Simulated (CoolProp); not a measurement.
A closed Brayton cycle with nitrogen: compressor inlet 306.15 K and 5.5 MPa, high pressure 15.2 MPa, turbine inlet 740 K, compressor efficiency 0.89, turbine efficiency 0.9, recuperator effectiveness 0.9 (on enthalpy, no pinch check). Each further row changes one setting.

Model: reference Helmholtz-energy equation of state, Span 2000, in CoolProp.

| case | thermal efficiency (%) | net work (kJ/kg) | compressor to turbine work | compressor exit (K) | turbine exit (K) |
|---|---|---|---|---|---|
| as stated | 28.6 | 58.5 | 0.68 | 424.1 | 577.9 |
| turbine inlet 690 K | 24.5 | 46.0 | 0.73 | 424.1 | 537.4 |
| compressor inlet 316.15 K | 26.7 | [?] | 0.70 | 437.8 | 577.9 |
| high pressure 12.9 MPa | [?] | 55.0 | 0.65 | [?] | 601.5 |
| recuperator effectiveness 0.5 | 21.5 | 58.5 | 0.68 | 424.1 | 577.9 |

### Question
Some entries are withheld; supply them.

### Answer

- compressor inlet 316.15 K, net work (kJ/kg): 54.1
- high pressure 12.9 MPa, thermal efficiency (%): 30.1
- high pressure 12.9 MPa, compressor exit (K): 402.7
